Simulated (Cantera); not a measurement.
An adiabatic, constant-pressure homogeneous reactor starts with CH₄ : CO : O₂ : N₂ = 1 : 0.25 : 2.69 : 10.1 (molar parts), at 1500 K and 0.987 atm. Integrator tolerance rtol = 1e-08.

Model: GRI-Mech 3.0 (53 species, 325 reactions), integrated in Cantera.

What does this change do: pressure from 0.987 atm to 4.34 atm?


```json
[
 {"quantity": "time of steepest temperature rise", "before": "1.08 ms", "after": "0.350 ms"},
 {"quantity": "temperature at 2.00 s", "before": "2657 K", "after": "2741 K"},
 {"quantity": "equilibrium temperature", "before": "2657 K", "after": "2741 K"},
 {"quantity": "x(CH₄) at 2.00 s", "before": "<1e-12 (gas-phase equilibrium <1e-12)", "after": "<1e-12 (gas-phase equilibrium <1e-12)"},
 {"quantity": "x(CO) at 2.00 s", "before": "0.0246 (gas-phase equilibrium 0.0246)", "after": "0.0194 (gas-phase equilibrium 0.0194)"},
 {"quantity": "x(O₂) at 2.00 s", "before": "0.0427 (gas-phase equilibrium 0.0427)", "after": "0.0399 (gas-phase equilibrium 0.0399)"},
 {"quantity": "x(HCN) at 2.00 s", "before": "2.15e-10 (gas-phase equilibrium 2.15e-10)", "after": "4.47e-10 (gas-phase equilibrium 4.47e-10)"},
 {"quantity": "x(OH) at 2.00 s", "before": "0.0171 (gas-phase equilibrium 0.0171)", "after": "0.0148 (gas-phase equilibrium 0.0148)"}
]
```
